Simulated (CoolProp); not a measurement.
Vapour-liquid equilibrium of benzene (1) + n-heptane (2) at 460.8 K; x and y are mole fractions of (1).

Computed with CoolProp (multi-fluid Helmholtz-energy mixture model, Thol 2012 and Span 2003; pair parameters Bell 2016).

```json
[
 {"x": "0.05", "bubble pressure (MPa)": "0.8157", "y at the bubble point": "0.074", "dew pressure at overall composition x (MPa)": "0.8068", "liquid density (mol/L)": "5.237"},
 {"x": "0.2", "bubble pressure (MPa)": "0.8971", "y at the bubble point": "0.272", "dew pressure at overall composition x (MPa)": "0.8664", "liquid density (mol/L)": "5.581"},
 {"x": "0.35", "bubble pressure (MPa)": "0.9731", "y at the bubble point": "0.438", "dew pressure at overall composition x (MPa)": "0.9322", "liquid density (mol/L)": "5.974"},
 {"x": "0.5", "bubble pressure (MPa)": "1.040", "y at the bubble point": "0.581", "dew pressure at overall composition x (MPa)": "1.002", "liquid density (mol/L)": "6.431"},
 {"x": "0.65", "bubble pressure (MPa)": "1.095", "y at the bubble point": "0.707", "dew pressure at overall composition x (MPa)": "1.071", "liquid density (mol/L)": "6.968"},
 {"x": "0.8", "bubble pressure (MPa)": "1.137", "y at the bubble point": "0.828", "dew pressure at overall composition x (MPa)": "1.129", "liquid density (mol/L)": "7.608"},
 {"x": "0.95", "bubble pressure (MPa)": "1.166", "y at the bubble point": "0.955", "dew pressure at overall composition x (MPa)": "1.166", "liquid density (mol/L)": "8.375"}
]
```

No azeotrope shows between x = 0.05 and 0.95.

The pair parameters rest on a limited set of measurements; away from them the model extrapolates.
